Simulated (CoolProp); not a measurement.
Values from CoolProp's reference Helmholtz-energy equation of state, Gao 2020.

Problem. For ammonia, give the phase and the Z, isothermal compressibility (1/MPa) at 284.1 K and 726 kPa.

Solution. 
- 284.1 K and 726 kPa: liquid; Z 0.00839, isothermal compressibility 0.00129
